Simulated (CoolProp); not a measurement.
Carbonyl sulfide along the isobar 855 kPa: density (kg/m³) from the reference equation and from simpler models built on Tc = 105.6 °C, pc = 6369 kPa, ω = 0.098; each cubic takes its own stable root.

Computed with CoolProp (reference Helmholtz-energy equation of state, Lemmon 2006). It is a short technical equation, of lower accuracy than the large ones.

```
T (°C)  phase  reference
------  -----  ---------
51.85     gas      20.59
75.15     gas      18.89
98.45     gas      17.49
121.75    gas      16.31
145.05    gas      15.29
168.35    gas      14.40
191.65    gas      13.62
214.95    gas      12.92
```

### Question
How far does each simpler model (Redlich-Kwong, Peng-Robinson) lie from the reference over these 8 states: mean and median of the absolute difference, and the worst?

### Answer
- Redlich-Kwong: mean 0.1 %, median 0.1 %, worst -0.2 % at 51.85 °C and 855 kPa
- Peng-Robinson: mean 0.5 %, median 0.5 %, worst +0.6 % at 75.15 °C and 855 kPa
